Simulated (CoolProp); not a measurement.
Toluene at 444.85 K and 0.308 MPa is compressed adiabatically to 0.913 MPa with isentropic efficiency 0.85. Each further row changes one setting.

The numbers come from the reference Helmholtz-energy equation of state, Lemmon 2006 in CoolProp. It is a short technical equation, of lower accuracy than the large ones.

| case | work (kJ/kg) | final temperature (K) | final phase | final density (kg/m³) |
|---|---|---|---|---|
| as stated | 46.3 | 484.5 | two-phase, vapour fraction 0.982 | 26.1 |
| efficiency 1 | 39.4 | 484.5 | two-phase, vapour fraction 0.957 | 26.8 |
| efficiency 0.65 | 60.6 | 489.1 | gas | 25.2 |
